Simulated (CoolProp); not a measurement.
Saturation properties of C3F8 (R218) (Tc = 71.9 °C, pc = 2640 kPa, ω = 0.317).

Computed with CoolProp (reference Helmholtz-energy equation of state, Lemmon 2006). It is a short technical equation, of lower accuracy than the large ones.

```
T (°C)  p (kPa)  enthalpy of vaporisation (kJ/kg)  liquid cp (kJ/(kg K))  surface tension (mN/m)
------  -------  --------------------------------  ---------------------  ----------------------
-77.45    10.11                             118.7                 0.8933                    15.5
-74.15    12.72                             117.7                 0.8993                    15.1
-70.85    15.85                             116.7                 0.9055                    14.7
-67.55    19.60                             115.6                 0.9117                    14.3
-64.25    24.03                             114.5                 0.9180                    13.8
-61.05    29.08                             113.5                 0.9243                    13.4
-57.75    35.15                             112.4                 0.9308                    13.0
-54.45    42.20                             111.3                 0.9374                    12.6
-51.15    50.33                             110.2                 0.9442                    12.2
-47.85    59.67                             109.1                 0.9510                    11.8
-44.55    70.32                             107.9                 0.9580                    11.4
-41.25    82.43                             106.8                 0.9652                    11.0
```

It boils at -36.8 °C under 1 atm.

Surface tension comes from a separate correlation (Mulero 2012).
